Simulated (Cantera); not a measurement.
An adiabatic, constant-volume homogeneous reactor starts with 14.6 % CH4, 13.9 % O2, 52.4 % N2, 19.0 % CO2, equivalence ratio 2.1, at 1448 K and 101000 Pa.

Cantera simulation using GRI-Mech 3.0 (53 species, 325 reactions); the numbers are that mechanism's predictions, not measurements.

Question: Predict: time of steepest temperature rise; temperature at 0.300 s; equilibrium temperature; x(O2) at 0.300 s; x(CO2) at 0.300 s; x(CH2O) at 0.300 s; x(OH) at 0.300 s.

Answer: 
```json
{
 "time_of_steepest_temperature_rise": "3.87 ms",
 "temperature at 0.300 s": "2377 K",
 "equilibrium_temperature": "2377 K",
 "x(O2) at 0.300 s": "4.01e-5 (gas-phase equilibrium 4.01e-5)",
 "x(CO2) at 0.300 s": "0.0933 (gas-phase equilibrium 0.0933)",
 "x(CH2O) at 0.300 s": "1.02e-8 (gas-phase equilibrium 1.02e-8)",
 "x(OH) at 0.300 s": "0.00131 (gas-phase equilibrium 0.00131)"
}
```
